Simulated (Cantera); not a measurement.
# Moist CO burnout

An isothermal, constant-pressure homogeneous reactor starts with CO : O2 : H2O : N2 = 0.0018 : 0.079 : 0.018 : 1 (molar parts), at 900 K and 1800 Torr.

Detailed kinetics in Cantera: GRI-Mech 3.0 (53 species, 325 reactions).

| t (s) | x CO | x O2 | x H2O | x NO | x NO2 | x OH | x N2O |
|---|---|---|---|---|---|---|---|
| 4.00e-5 | 0.00164 | 0.0719 | 0.0164 | <1e-12 | <1e-12 | <1e-12 | <1e-12 |
| 9.70e-5 | 0.00164 | 0.0719 | 0.0164 | <1e-12 | <1e-12 | <1e-12 | <1e-12 |
| 0.000235 | 0.00164 | 0.0719 | 0.0164 | <1e-12 | <1e-12 | <1e-12 | <1e-12 |
| 0.000570 | 0.00164 | 0.0719 | 0.0164 | <1e-12 | <1e-12 | 1.07e-12 | <1e-12 |
| 0.00138 | 0.00164 | 0.0719 | 0.0164 | <1e-12 | <1e-12 | 2.41e-12 | <1e-12 |
| 0.00335 | 0.00164 | 0.0719 | 0.0164 | <1e-12 | <1e-12 | 4.07e-12 | <1e-12 |
| 0.00812 | 0.00164 | 0.0719 | 0.0164 | <1e-12 | <1e-12 | 5.18e-12 | <1e-12 |
| 0.0197 | 0.00164 | 0.0719 | 0.0164 | <1e-12 | <1e-12 | 6.22e-12 | <1e-12 |
| 0.0478 | 0.00164 | 0.0719 | 0.0164 | <1e-12 | <1e-12 | 8.74e-12 | <1e-12 |
| 0.116 | 0.00164 | 0.0719 | 0.0164 | <1e-12 | <1e-12 | 1.57e-11 | 1.75e-12 |
| 0.281 | 0.00164 | 0.0719 | 0.0164 | <1e-12 | <1e-12 | 3.91e-11 | 5.49e-12 |
| 0.681 | 0.00164 | 0.0719 | 0.0164 | <1e-12 | <1e-12 | 1.62e-10 | 2.53e-11 |
| 1.65 | 0.00163 | 0.0719 | 0.0164 | <1e-12 | <1e-12 | 1.34e-9 | 2.54e-10 |
| 4.00 | 0.00154 | 0.0719 | 0.0164 | <1e-12 | <1e-12 | 3.60e-9 | 2.12e-9 |
x: mole fraction; the columns are a selection and need not sum to one.

Equilibrium at this temperature and pressure: CO <1e-12, O2 0.0711, H2O 0.0164, NO 5.80e-6, NO2 6.09e-7, OH 3.27e-9, N2O 8.92e-10 (gas phase only).
